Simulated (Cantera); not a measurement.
An isothermal, constant-pressure homogeneous reactor starts with NO : N₂ = 1 : 5.8 (molar parts), at 1925 K and 18.8 Torr.

Cantera simulation using GRI-Mech 3.0 (53 species, 325 reactions); the numbers are that mechanism's predictions, not measurements. Radical loss at walls, strong at low pressure, is not modelled.

Q: Predict: x(NO) at 200 s; x(NO₂) at 200 s; x(O) at 200 s; x(O₂) at 200 s; x(N₂O) at 200 s.

A: 
| Item | Value |
|---|---|
| x(NO) at 200 s | 0.00509 (gas-phase equilibrium 0.00391) |
| x(NO₂) at 200 s | 9.17e-7 (gas-phase equilibrium 7.08e-7) |
| x(O) at 200 s | 0.000622 (gas-phase equilibrium 0.000625) |
| x(O₂) at 200 s | 0.0706 (gas-phase equilibrium 0.0712) |
| x(N₂O) at 200 s | 4.12e-8 (gas-phase equilibrium 3.79e-8) |
